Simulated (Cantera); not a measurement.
A freely propagating, adiabatic, planar premixed flame of H2 : O2 : N2 : H2O = 1 : 0.357 : 1.34 : 0.033 (molar parts), unburnt at 525 K and 0.553 atm; mixture-averaged transport, grid criteria slope 0.08 and curve 0.16, no radiation.

Cantera simulation using the H2/O2 subset of GRI-Mech 3.0, which has no nitrogen chemistry; the numbers are that mechanism's predictions, not measurements. Burning velocities carry a grid error of a few per cent, more on coarse grids.

Q: Predict: laminar burning velocity; thermal thickness; peak x(H2O2); peak x(OH); peak x(O); peak x(HO2).

A: 
```json
{
 "laminar_burning_velocity": "657 cm/s",
 "thermal_thickness": "0.916 mm",
 "peak x(H2O2)": "1.40e-5",
 "peak x(OH)": "0.0125",
 "peak x(O)": "0.00842",
 "peak x(HO2)": "0.000231"
}
```
